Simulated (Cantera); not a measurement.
Input (Python, Cantera):

```python
import numpy as np
import cantera as ct

gas = ct.Solution("gri30.yaml")
gas.TPX = 1200, 440000, {'CO': 1, 'H2': 0.23, 'CH4': 1.3, 'O2': 2.92, 'N2': 18.1, 'CO2': 3.8}
reactor = ct.IdealGasConstPressureReactor(gas, energy="on", clone=False)
net = ct.ReactorNet([reactor])
net.rtol, net.atol = 1e-08, 1e-16
show = ['CO', 'H2', 'CH4', 'HO2', 'CO2']
times = np.geomspace(7e-06, 0.5, 11)

steps = ct.SolutionArray(gas, extra=["t"])
rows = []
print(f"{'t/s':>10s}{'T/K':>9s}{'P/Pa':>11s}" + "".join(f"{s:>11s}" for s in show))
for t in times:
    while net.time < t:
        t_next = net.step()
        steps.append(gas.state, t=t_next)
    rows.append([np.interp(t, steps.t, y) for y in (steps.T, steps.P, *steps(*show).X.T)])
    print(f"{t:10.3e}{rows[-1][0]:9.1f}{rows[-1][1]:11.4g}" + "".join(f"{x:11.3e}" for x in rows[-1][2:]))
rate = np.gradient(steps.T, steps.t)
print("integrator steps:", len(steps.t))
if steps.T.max() > steps.T[0] + 200:
    print(f"time of steepest temperature rise: {steps.t[rate.argmax()]:.4e} s")
gas.TPX = 1200, 440000, {'CO': 1, 'H2': 0.23, 'CH4': 1.3, 'O2': 2.92, 'N2': 18.1, 'CO2': 3.8}
gas.equilibrate("HP")
print(f"equilibrium (HP): T = {gas.T:.1f} K  " + "  ".join(f"{s} {gas[s].X[0]:.3e}" for s in show))
```

It prints:

```
       t/s      T/K       P/Pa         CO         H2        CH4        HO2        CO2
 7.000e-06   1200.0    4.4e+05  3.656e-02  8.410e-03  4.753e-02  1.013e-08  1.389e-01
 2.140e-05   1200.0    4.4e+05  3.656e-02  8.409e-03  4.753e-02  3.095e-08  1.389e-01
 6.544e-05   1200.0    4.4e+05  3.656e-02  8.409e-03  4.753e-02  9.767e-08  1.389e-01
 2.001e-04   1200.0    4.4e+05  3.656e-02  8.408e-03  4.753e-02  4.411e-07  1.389e-01
 6.119e-04   1200.4    4.4e+05  3.655e-02  8.383e-03  4.747e-02  3.090e-06  1.390e-01
 1.871e-03   1205.2    4.4e+05  3.649e-02  8.242e-03  4.686e-02  5.905e-06  1.391e-01
 5.720e-03   2172.5    4.4e+05  3.244e-02  3.149e-03  4.889e-16  1.948e-06  1.913e-01
 1.749e-02   2252.8    4.4e+05  2.303e-02  2.126e-03  4.051e-16  2.262e-07  2.022e-01
 5.348e-02   2250.7    4.4e+05  2.323e-02  2.149e-03  4.268e-16  2.171e-07  2.019e-01
 1.635e-01   2248.5    4.4e+05  2.345e-02  2.174e-03  4.512e-16  2.079e-07  2.017e-01
 5.000e-01   2248.2    4.4e+05  2.348e-02  2.177e-03  4.545e-16  2.067e-07  2.017e-01
integrator steps: 2260
time of steepest temperature rise: 5.5315e-03 s
equilibrium (HP): T = 2248.2 K  CO 2.348e-02  H2 2.177e-03  CH4 5.284e-16  HO2 2.067e-07  CO2 2.017e-01
```

Computed with Cantera and GRI-Mech 3.0 (53 species, 325 reactions).
